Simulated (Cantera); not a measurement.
Feed: 1 mol C, 0.053 mol NH3, 1.1 mol H2, at 3023.15 K.

These are equilibrium values from Cantera (NASA tables, ideal gas, pure condensed phases), not measurements of a reactor. Candidate condensed phases: C, C6H6, C7H8, C8H18; 92 gas species. The ideal-gas law is rough above about 30 bar. Equilibrium is a limit: real reactors are often held back by kinetics, nucleation or transport.

Task: At 100 bar, list the 7 most abundant gas species with their mole fractions, and the condensed phases.

Result: H2 0.881, C2H2 (acetylene) 0.0586, HCN 0.0197, H 0.0159, N2 0.0102, CH4 0.00590, HNC 0.00378. Condensed: C(graphite).
